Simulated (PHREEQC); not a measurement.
Consider water at 20 °C with 160 mmol/kgw CuSO4, 2.3 mmol/kgw H2SO4 and 24 mmol/kgw FeCl3. Closed to the air; pH follows from the charge balance.

Equilibrium calculation in PHREEQC: ion-association model, phreeqc.dat.

This is a speciation only: nothing precipitates in the calculation.

Task: What pH, ionic strength, density does the model give?

Result: pH 2.73; ionic strength 0.364 mol/kgw; density 1.027 g/cm³.

Task: In which forms is Fe present?

Result: FeSO4+ 68 %, Fe(SO4)2- 21 %, FeOH+2 3.4 %, Fe+3 3.1 %, FeCl+2 1.5 %, Fe2(OH)2+4 1.5 % of the Fe.

The solution is supersaturated, for example in Hematite (slow to form), Goethite (slow to form), so a real one may precipitate; this is no full list.
